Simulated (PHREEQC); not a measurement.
Metal-bearing waste water with nickel, zinc or cadmium bath (model solution)

Solution A (1 mmol/kgw FeCl3, 4.9 mmol/kgw H3AsO4, 10 mmol/kgw HCl and 0.079 mmol/kgw Na2SO4) is mixed with solution B (0.0086 mol NiCl2 and 0.017 mol H3BO3 per kg of water) at 20 °C; shares are by mass of water, 1 kg in all. Oxygen alone is held at its pressure in air (log pO2 = -0.68). CO2 from the air is kept out. Names ending in (a), (am) or -a are amorphous solids. Only these solids could form: Fe(OH)3(a), Ni(OH)2, Ni4(OH)6SO4, Scorodite, Ni3(AsO4)2:8H2O, Jarosite-Na, Halite, Mirabilite, Morenosite.

The series has 21 steps of share of solution B, from 0 to 1.

Model: ion-association model, wateq4f.dat, run in PHREEQC.

Q: Between which two steps does the pH jump most, and from what to what?

A: Between share of solution B = 0.95 and 1: from 3.17 to 5.50.

The database's scorodite may be far more soluble than the real mineral, and it has no iron arsenate complexes; the constant wasn't checked at its source. The database has no arsenate complexes of Ni.
